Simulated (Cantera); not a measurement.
**Equilibrium for sublimation and decomposition of ceramics: SiC + Si + H2**

Charge: 1 mol SiC, 0.039 mol Si, 8.5 mol H2, held at 100 Torr.

These are equilibrium values from Cantera (NASA tables, ideal gas, pure condensed phases), not measurements of a reactor. Candidate condensed phases: C, C6H6, C7H8, C8H18, Si, SiC; 87 gas species. Mutual solubility and eutectic melting of coexisting phases are not modelled. Gases not in the tables: Si2H6 and higher silanes. Equilibrium is a limit: real reactors are often held back by kinetics, nucleation or transport.

From 1523 K to 1623 K the condensed part is Si(s) + SiC(s). From 1723 K to 2123 K the condensed part is Si(l) + SiC(s). From 2223 K to 2423 K the condensed part is SiC(s). The main Si-bearing gas is SiH2 at 1523 K and Si at 2423 K.

```tsv
T (K)	log p H2	log p H	log p Si	log p C2H2 (acetylene)	log p Si2C	n Si(s)	n SiC(s)	n Si(l)
1523	-0.88	-5.07	-7.74	-10.00	-10.48	0.0390	1.000	0
1623	-0.88	-4.60	-6.81	-9.22	-9.24	0.0389	1.000	0
1723	-0.88	-4.18	-6.01	-8.47	-8.17	0	1.000	0.0388
1823	-0.88	-3.80	-5.35	-7.70	-7.28	0	1.000	0.0383
1923	-0.88	-3.46	-4.77	-7.00	-6.48	0	1.000	0.0370
2023	-0.88	-3.16	-4.24	-6.38	-5.77	0	1.000	0.0334
2123	-0.88	-2.89	-3.77	-5.81	-5.12	0	0.999	0.0237
2223	-0.88	-2.64	-3.34	-5.29	-4.54	0	0.997	0
2323	-0.89	-2.41	-3.25	-4.22	-4.31	0	0.988	0
2423	-0.90	-2.20	-3.02	-3.54	-3.95	0	0.947	0
```
log p: log10 of the partial pressure in bar; n: condensed amount in mol.
